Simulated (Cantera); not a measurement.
Charge: 1 mol c-C4F8, 0.025 mol HCl, 0.071 mol H2, at 1602 °C and 0.975 Torr.

Cantera equilibrium calculation (NASA polynomials, part measured and part estimated; ideal gas, pure solids and liquids). Candidate condensed phases: C, C6H6, C7H8, C8H18; 118 gas species. The feed counts by its element totals alone. Gases not in the tables: C2F6 and larger saturated fluorocarbons. The numbers say what is thermodynamically allowed, not how fast it happens.

Base state: CF4 0.779, CF2 0.0903, HF 0.0715, F 0.0435, Cl 0.0107, CF3 0.00514, CF 0.000104, CClF3 1.79e-5 (mole fractions); condensed: C(graphite).

What changes in the equilibrium state with this change: pressure from 0.975 Torr to 2.85 Torr?


```json
[
 {"species": "CF4", "before": "0.779", "after": "0.836"},
 {"species": "HF", "before": "0.0715", "after": "0.0743"},
 {"species": "CF2", "before": "0.0903", "after": "0.0547"},
 {"species": "F", "before": "0.0435", "after": "0.0198"},
 {"species": "Cl", "before": "0.0107", "after": "0.0111"},
 {"species": "CClF3", "before": "1.79e-5", "after": "4.36e-5"},
 {"species": "HCl", "before": "5.55e-6", "after": "1.31e-5"},
 {"species": "CF", "before": "0.000104", "after": "4.75e-5"},
 {"species": "CF3", "before": "0.00514", "after": "0.00415"},
 {"species": "C(graphite), mol", "before": "1.96", "after": "1.99"}
]
```

What changes in the equilibrium state with this change: temperature from 1602 °C to 1200 °C?


| species | before | after |
|---|---|---|
| CF4 | 0.779 | 0.910 |
| HF | 0.0715 | 0.0775 |
| Cl | 0.0107 | 0.0111 |
| CF2 | 0.0903 | 0.000750 |
| F | 0.0435 | 0.000177 |
| CF | 0.000104 | 2.27e-8 |
| Cl2 | 7.54e-7 | 6.84e-5 |
| CF3 | 0.00514 | 0.000110 |
| HCl | 5.55e-6 | 0.000136 |
| CClF3 | 1.79e-5 | 0.000209 |
| C(graphite), mol | 1.96 | 2.04 |
